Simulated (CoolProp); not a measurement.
Vapour-liquid equilibrium of dimethyl ether (1) + isobutane (2) at 209.8 K; x and y are mole fractions of (1).

Values from CoolProp's multi-fluid Helmholtz-energy mixture model, Wu 2011 and Bücker 2006; pair parameters Bell 2016.

Q: Give the bubble pressure and the first vapour's composition at x = 0.05, 0.35, 0.8. Is there an azeotrope?

A: x = 0.05: 0.008501 MPa, y = 0.161; x = 0.35: 0.01203 MPa, y = 0.553; x = 0.8: 0.01355 MPa, y = 0.806. y crosses x between x = 0.8 and 0.95: the model has an azeotrope there.

Pair parameters are fitted to limited data, so mixtures are less certain than the pure fluids.
